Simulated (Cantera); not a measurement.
# Metals in furnace atmospheres: Pb + H2S + H2

Charge: 1 mol Pb, 0.046 mol H2S, 270 mol H2.

Method: chemical equilibrium by Gibbs-energy minimisation in Cantera with the NASA 1993 tables (ideal gas, pure condensed phases). Candidate condensed phases: Pb, PbS, S; 10 gas species. The numbers say what is thermodynamically allowed, not how fast it happens.

Stable condensed phases:

```
T in °C \ P in Pa
              10      82     670    5500   45000  370000 3000000
    925        A       A       A       A       B       B       B
    900        A       A       A       A       B       B       B
    875        A       A       A       A       B       B       B
    850        A       A       A       B       B       B       B
    825        A       A       A       B       B       B       B
    800        A       A       A       B       B       B       B
    775        A       A       A       B       B       B       B
    750        A       A       A       B       B       B       B
    725        A       A       B       B       B       B       B
    700        A       A       B       B       B       B       B
```

A: gas only; B: Pb.
